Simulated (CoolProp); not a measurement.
Vapour-liquid equilibrium of n-heptane (1) + ethylbenzene (2) at 0.00221 MPa; x and y are mole fractions of (1).

Model: multi-fluid Helmholtz-energy mixture model, Span 2003 and Zhou 2012; pair parameters Bell 2016, in CoolProp.

```tsv
x	bubble temperature (K)	y at the bubble point	dew temperature at overall composition x (K)	liquid density (mol/L)
0.05	303.3	0.264	307.3	8.002
0.125	298.2	0.487	306.0	7.929
0.2	294.6	0.615	304.6	7.846
0.275	291.9	0.698	303.1	7.759
0.35	289.8	0.757	301.5	7.669
0.425	288.0	0.801	299.8	7.580
0.5	286.5	0.837	297.9	7.491
0.575	285.2	0.868	295.8	7.403
0.65	284.0	0.895	293.5	7.317
0.725	282.9	0.919	290.9	7.232
0.8	281.9	0.942	288.0	7.149
0.875	280.9	0.964	284.9	7.068
0.95	280.0	0.985	281.5	6.990
```

No azeotrope shows between x = 0.05 and 0.95.

The pair parameters rest on a limited set of measurements; away from them the model extrapolates.
